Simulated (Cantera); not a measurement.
# Gas-phase reforming

An isothermal, constant-pressure homogeneous reactor starts with CH₄ : H₂O = 3.9 : 2.1 (molar parts), at 1375 K and 5480 Torr.

Computed with Cantera and GRI-Mech 3.0 (53 species, 325 reactions). GRI-Mech 3.0 stops at C3 and has no aromatics, soot or wall deposition, so with more carbon than oxygen in the feed, carbon stays in small species such as C2H2 where larger ones or solid carbon would form.

```csv
t (s),x CH₄,x H₂O,x H₂O₂,x O₂,x CO,x C₂H
0.000400,0.650,0.350,<1e-12,<1e-12,1.73e-10,<1e-12
0.000872,0.650,0.350,<1e-12,<1e-12,1.12e-9,<1e-12
0.00190,0.650,0.350,<1e-12,<1e-12,6.90e-9,<1e-12
0.00414,0.649,0.350,<1e-12,<1e-12,4.51e-8,<1e-12
0.00902,0.648,0.350,<1e-12,<1e-12,3.16e-7,<1e-12
0.0197,0.645,0.350,<1e-12,<1e-12,2.03e-6,<1e-12
0.0428,0.639,0.349,<1e-12,<1e-12,9.20e-6,<1e-12
0.0934,0.625,0.346,<1e-12,<1e-12,2.92e-5,3.74e-12
0.203,0.594,0.340,<1e-12,<1e-12,9.00e-5,1.30e-11
0.443,0.541,0.330,<1e-12,<1e-12,0.000303,2.82e-11
0.966,0.465,0.317,<1e-12,<1e-12,0.000992,5.00e-11
2.11,0.416,0.306,<1e-12,<1e-12,0.00294,6.75e-11
4.59,0.414,0.296,<1e-12,<1e-12,0.00658,6.25e-11
10.0,0.417,0.279,<1e-12,<1e-12,0.0130,5.11e-11
```
x: mole fraction; the columns are a selection and need not sum to one.

Equilibrium at this temperature and pressure: CH₄ 0.174, H₂O 0.000332, H₂O₂ <1e-12, O₂ <1e-12, CO 0.205, C₂H <1e-12 (gas phase only).
